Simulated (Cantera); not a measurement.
A freely propagating, adiabatic, planar premixed flame of H2 : O2 : N2 : H2O = 1 : 0.179 : 0.857 : 0.016 (molar parts), equivalence ratio 2.8, unburnt at 425 K and 0.513 atm; mixture-averaged transport, grid criteria slope 0.08 and curve 0.16, no radiation.

Computed with Cantera and the H2/O2 subset of GRI-Mech 3.0, which has no nitrogen chemistry. Burning velocities carry a grid error of a few per cent, more on coarse grids.

Q: Predict: laminar burning velocity; thermal thickness; peak x(O); peak x(H); peak x(HO2).

A: laminar burning velocity: 339 cm/s
thermal thickness: 1.01 mm
peak x(O): 0.00127
peak x(H): 0.0579
peak x(HO2): 0.000201
